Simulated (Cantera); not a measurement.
Standard-state values (1 bar) from the NASA 1993 polynomials, evaluated with Cantera. Values are per mole of reaction as written; species without (g) are pure solids or liquids, kept so even where they would boil at 1 bar.

Pb + 2 CF3(g) ⇌ PbF2 + 2 CF2(g)

| T (K) | ΔH° (kJ) | ΔS° (J/K) | ΔG° (kJ) | log10 K | condensed phases |
|---|---|---|---|---|---|
| 825 | -85.6 | 25.5 | -106.6 | 6.75 | Pb(l), PbF2(s) |
| 975 | (withheld) | (withheld) | (withheld) | (withheld) | Pb(l), PbF2(s) |
| 1125 | -65.7 | 44.2 | -115.5 | 5.36 | Pb(l), PbF2(l) |
| 1275 | -60.6 | 48.5 | -122.4 | 5.02 | Pb(l), PbF2(l) |
| 1425 | -55.4 | 52.3 | -130.0 | 4.76 | Pb(l), PbF2(l) |
| 1575 | -50.4 | 55.7 | -138.1 | 4.58 | Pb(l), PbF2(l) |
| 1725 | (withheld) | (withheld) | (withheld) | (withheld) | Pb(l), PbF2(l) |

### Question
What belongs in the gaps?

### Answer

- 975, ΔH° (kJ): -82.6
- 975, ΔS° (J/K): 28.9
- 975, ΔG° (kJ): -110.7
- 975, log10 K: 5.93
- 1725, ΔH° (kJ): -45.5
- 1725, ΔS° (J/K): 58.7
- 1725, ΔG° (kJ): -146.7
- 1725, log10 K: 4.44
